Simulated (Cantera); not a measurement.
**Equilibrium for halide evaporation, hydrolysis and transport: FeCl2 + HCl + N2**

Input: 1 mol FeCl2, 2.2 mol HCl, 89 mol N2, equilibrated at 11.0 Pa.

These are equilibrium values from Cantera (NASA tables, ideal gas, pure condensed phases), not measurements of a reactor. Candidate condensed phases: Fe, FeCl2, FeCl3, NH4Cl; 18 gas species. The numbers say what is thermodynamically allowed, not how fast it happens.

From 800 K to 2000 K nothing is condensed. The main Fe-bearing gas is FeCl2 at 800 K and Fe at 2000 K.

```csv
T (K),log p N2,log p Cl,log p HCl,log p FeCl2,log p Fe,log p H,log p H2,log p FeCl
800,-3.97,-12.30,-5.58,-5.92,<-15,<-15,-9.60,<-15
1000,-3.97,-9.49,-5.58,-5.92,<-15,-13.41,-9.52,<-15
1200,-3.97,-8.13,-5.58,-5.92,-13.07,-10.92,-8.43,-13.63
1400,-3.97,-7.22,-5.59,-5.92,-9.88,-9.08,-7.53,-11.34
1600,-3.97,-6.52,-5.62,-5.93,-7.54,-7.74,-6.95,-9.66
1800,-3.98,-5.82,-5.67,-6.19,-6.27,-6.86,-6.82,-8.76
2000,-3.99,-5.46,-5.87,-7.50,-5.95,-6.12,-6.66,-8.94
```
log p: log10 of the partial pressure in bar; nothing condenses.
